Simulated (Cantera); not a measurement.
Adiabatic ignition

An adiabatic, constant-volume homogeneous reactor starts with 1.94 % C₃H₈, 20.5 % O₂, 77.5 % N₂, at 1223 K and 3.60 bar.

Computed with Cantera and GRI-Mech 3.0 (53 species, 325 reactions). GRI-Mech 3.0 was tuned for natural gas; its chemistry of propane as a main component is partial and can be far from experiment.

```
t (s)     T (K)  P (bar)  x C₃H₈    x O₂     x NO    x NO₂     x HCO   x CH₂CO     x CH₄
--------  -----  -------  ------  ------  -------  -------  --------  --------  --------
8.00e-6    1223     3.60  0.0194   0.205   <1e-12   <1e-12    <1e-12  3.80e-12   5.21e-8
2.55e-5    1223     3.60  0.0194   0.205   <1e-12   <1e-12  1.41e-12  1.48e-10   5.73e-7
8.16e-5    1223     3.60  0.0193   0.205   <1e-12   <1e-12  5.88e-11   1.14e-8   6.74e-6
0.000261   1223     3.60  0.0190   0.205   <1e-12   <1e-12  5.32e-10   4.32e-7   5.04e-5
0.000832   1226     3.61  0.0179   0.204   <1e-12   <1e-12   3.27e-9   8.42e-6  0.000242
0.00266    2464     7.42  <1e-12   0.104  0.00174  3.08e-6  3.43e-10    <1e-12    <1e-12
0.00849    2447     7.37  <1e-12   0.101  0.00895  1.58e-5  2.93e-10    <1e-12    <1e-12
0.0271     2437     7.33  <1e-12  0.0986   0.0135  2.37e-5  2.66e-10    <1e-12    <1e-12
0.0865     2436     7.33  <1e-12  0.0984   0.0137  2.42e-5  2.64e-10    <1e-12    <1e-12
0.276      2436     7.33  <1e-12  0.0984   0.0137  2.42e-5  2.64e-10    <1e-12    <1e-12
0.883      2436     7.33  <1e-12  0.0984   0.0137  2.42e-5  2.64e-10    <1e-12    <1e-12
2.82       2436     7.33  <1e-12  0.0984   0.0137  2.42e-5  2.64e-10    <1e-12    <1e-12
9.00       2436     7.33  <1e-12  0.0984   0.0137  2.42e-5  2.64e-10    <1e-12    <1e-12
```
x: mole fraction; the columns are a selection and need not sum to one.

```
Quantity                                                          Result
---------------------------------  -------------------------------------
time of steepest temperature rise                                1.79 ms
temperature at 9.00 s                                             2436 K
equilibrium temperature                                           2436 K
x(C₃H₈) at 9.00 s                  <1e-12 (gas-phase equilibrium <1e-12)
x(O₂) at 9.00 s                    0.0984 (gas-phase equilibrium 0.0984)
x(NO) at 9.00 s                    0.0137 (gas-phase equilibrium 0.0137)
```
